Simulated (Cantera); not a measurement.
A closed system holds: 1 mol CS2, 0.0066 mol SO2, 0.4 mol O2, at 150 bar.

Equilibrium computed with Cantera from the NASA thermochemical tables; the gas is ideal and each condensed phase is pure. Candidate condensed phases: C, S; 22 gas species. The ideal-gas law is rough above about 30 bar. Gases not in the tables: S3 to S7. Rates play no part. All values below are at 1048 K.

Base state: COS 0.425, CS2 0.312, CO2 0.138, S2 0.0627, CO 0.0530, S8 0.00926, S2O 3.42e-5 (mole fractions); condensed: S(l).

### Question
What changes in the equilibrium state with this change: pressure from 150 bar to 82.0 bar?

### Answer
```json
[
 {"species": "COS", "before": "0.425", "after": "0.398"},
 {"species": "CS2", "before": "0.312", "after": "0.292"},
 {"species": "CO2", "before": "0.138", "after": "0.129"},
 {"species": "S2", "before": "0.0627", "after": "0.115"},
 {"species": "S8", "before": "0.00926", "after": "0.0169"},
 {"species": "CO", "before": "0.0530", "after": "0.0496"},
 {"species": "S2O", "before": "3.42e-5", "after": "6.25e-5"},
 {"species": "S(l), mol", "before": "0.662", "after": "0.456"}
]
```
